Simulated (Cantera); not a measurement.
# Moist CO burnout

An isothermal, constant-pressure homogeneous reactor starts with CO : O2 : H2O : N2 = 0.01 : 0.0065 : 0.01 : 1 (molar parts), at 900 K and 30000 Pa.

Detailed kinetics in Cantera: GRI-Mech 3.0 (53 species, 325 reactions).

```tsv
t (s)	x CO	x O2	x H2O	x NO	x H
8.00e-5	0.00974	0.00633	0.00974	<1e-12	<1e-12
0.000257	0.00974	0.00633	0.00974	<1e-12	<1e-12
0.000825	0.00974	0.00633	0.00974	<1e-12	<1e-12
0.00265	0.00974	0.00633	0.00974	<1e-12	<1e-12
0.00851	0.00974	0.00633	0.00974	<1e-12	1.20e-12
0.0273	0.00974	0.00633	0.00974	<1e-12	5.31e-12
0.0878	0.00974	0.00633	0.00974	<1e-12	4.14e-11
0.282	0.00974	0.00633	0.00974	<1e-12	7.21e-9
0.906	0.00744	0.00522	0.00966	1.31e-9	7.32e-6
2.91	0.000947	0.00196	0.00975	6.78e-9	1.84e-6
9.34	0.000103	0.00152	0.00978	6.66e-9	5.49e-8
30.0	2.59e-5	0.00148	0.00979	4.67e-9	3.34e-9
```
x: mole fraction; the columns are a selection and need not sum to one.

Equilibrium at this temperature and pressure: CO <1e-12, O2 0.00147, H2O 0.00979, NO 8.64e-7, H <1e-12 (gas phase only).
